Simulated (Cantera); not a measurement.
Charge: 1 mol CH₃Cl, 0.82 mol HCl, 16 mol H₂, at 0.000590 bar.

Equilibrium computed with Cantera from the NASA thermochemical tables; the gas is ideal and each condensed phase is pure. Candidate condensed phases: C, C₆H₆, C₇H₈, C₈H₁₈; 91 gas species. Kinetics and transport are ignored. All values below are at 3398 K.

Base state: H 0.925, Cl 0.0471, C 0.0253, H₂ 0.00233, C₂ 0.000264, HCl 0.000178, C₃ 2.52e-5 (mole fractions); condensed: gas only.

### Question
What changes in the equilibrium state with this change: pressure from 0.000590 bar to 0.0950 bar?

### Answer
| species | before | after |
|---|---|---|
| H | 0.925 | 0.705 |
| H₂ | 0.00233 | 0.218 |
| Cl | 0.0471 | 0.0406 |
| C | 0.0253 | 0.00458 |
| HCl | 0.000178 | 0.0189 |
| C₂H₂ (acetylene) | 4.38e-8 | 0.00348 |
| C₂H₂ (vinylidene) | <1e-9 | 2.45e-5 |
